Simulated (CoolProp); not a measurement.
Vapour-liquid equilibrium of ethanol (1) + hexamethyldisiloxane (MM) (2) at 174 kPa; x and y are mole fractions of (1).

Computed with CoolProp (multi-fluid Helmholtz-energy mixture model, Schroeder 2014 and Thol 2016; pair parameters Bell 2016).

| x | bubble temperature, mixture model (K) | bubble temperature, Raoult's law (K) | y, mixture model | y, Raoult's law |
|---|---|---|---|---|
| 0.05 | 383.3 | 390.8 | 0.255 | 0.114 |
| 0.15 | 373.1 | 386.2 | 0.476 | 0.297 |
| 0.25 | 368.7 | 382.5 | 0.567 | 0.440 |
| 0.35 | 366.5 | 379.3 | 0.616 | 0.555 |
| 0.45 | 365.4 | 376.6 | 0.649 | 0.652 |
| 0.55 | 364.7 | 374.2 | 0.677 | 0.734 |
| 0.65 | 364.2 | 372.0 | 0.709 | 0.806 |
| 0.75 | 364.0 | 370.1 | 0.753 | 0.869 |
| 0.85 | 364.2 | 368.3 | 0.820 | 0.925 |
| 0.95 | 365.2 | 366.7 | 0.927 | 0.976 |

The largest gap from Raoult's law is -13.8 K in bubble temperature, at x = 0.25. y crosses x between x = 0.75 and 0.85: the model has an azeotrope there.

Pair parameters are fitted to limited data, so mixtures are less certain than the pure fluids.
